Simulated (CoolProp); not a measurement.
Vapour-liquid equilibrium of isohexane (1) + benzene (2) at 7.55 bar; x and y are mole fractions of (1).

Model: multi-fluid Helmholtz-energy mixture model, Lemmon 2006 and Thol 2012; pair parameters Bell 2016, in CoolProp.

| x | bubble temperature (°C) | y at the bubble point | dew temperature at overall composition x (°C) | liquid density (mol/L) |
|---|---|---|---|---|
| 0.05 | (withheld) | 0.093 | (withheld) | (withheld) |
| 0.2 | 153.8 | 0.301 | 156.9 | 8.364 |
| 0.35 | 149.6 | 0.452 | 152.4 | 7.844 |
| 0.5 | 146.6 | (withheld) | 148.4 | 7.367 |
| 0.65 | (withheld) | 0.704 | 145.2 | 6.935 |
| 0.8 | (withheld) | 0.827 | 142.9 | 6.543 |
| 0.95 | 141.1 | (withheld) | 141.2 | 6.186 |

### Question
Fill in the missing entries.

### Answer

- 0.05, bubble temperature (°C): 160.2
- 0.05, dew temperature at overall composition x (°C): 161.6
- 0.05, liquid density (mol/L): 8.922
- 0.5, y at the bubble point: 0.581
- 0.65, bubble temperature (°C): 144.3
- 0.8, bubble temperature (°C): 142.5
- 0.95, y at the bubble point: 0.956

No azeotrope shows between x = 0.05 and 0.95.

Pair parameters are fitted to limited data, so mixtures are less certain than the pure fluids.
